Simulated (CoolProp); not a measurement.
The fluid at 373.19 K and 0.00537 MPa flows at 3.9 m/s in a round tube of 50 mm bore and 1.5 µm roughness, fully developed (64/Re and Nu = 3.66 if laminar; Colebrook and Gnielinski if turbulent). The same conditions are run with several fluids, on thermodynamics alone (safety and materials aside).

Values from CoolProp's reference Helmholtz-energy equation of state of each fluid (n-heptane: Span 2003; R22: Kamei 1995; R407C: Lemmon 2003). Blends and air are pseudo-pure fits.

| fluid | Reynolds number | Darcy friction factor | pressure drop (Pa/m) | heat-transfer coefficient (W/(m² K)) | mass flow (kg/h) |
|---|---|---|---|---|---|
| n-heptane | 4640 | 0.0382 | 1.01 | 5.85 | 4.79 |
| R22 | 1700 | 0.0378 | 0.860 | 1.23 | 4.13 |
| R407C | 1880 | 0.0340 | 0.772 | 1.38 | 4.11 |

Transport values come from each fluid's own correlations; those of R22 are estimates that may be off by 10 % or more.
